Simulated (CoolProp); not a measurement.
The fluid at 293.15 K and 0.0498 MPa is compressed adiabatically to 0.215 MPa with isentropic efficiency 0.75. The same conditions are run with several fluids, on thermodynamics alone (safety and materials aside).

The numbers come from the reference Helmholtz-energy equation of state of each fluid (c-C4F8 (RC318): Platzer 1990; methane: Setzmann 1991; R1233zd(E): Akasaka 2022; R21: Platzer 1990; R143a: Lemmon and Jacobsen 2000) in CoolProp. The equations of Platzer and Polt are older, rougher fits.

### Question
Rank c-C4F8 (RC318), methane, R1233zd(E), R21, R143a by work (kJ/kg), highest first.

### Answer
methane (350), R143a (60.3), R21 (49.9), R1233zd(E) (37.4), c-C4F8 (RC318) (24.0)

| fluid | final temperature (K) | final density (kg/m³) |
|---|---|---|
| c-C4F8 (RC318) | 325.2 | 16.7 |
| methane | 438.0 | 0.948 |
| R1233zd(E) | 342.4 | 10.4 |
| R21 | 375.4 | 7.29 |
| R143a | 356.0 | 6.22 |
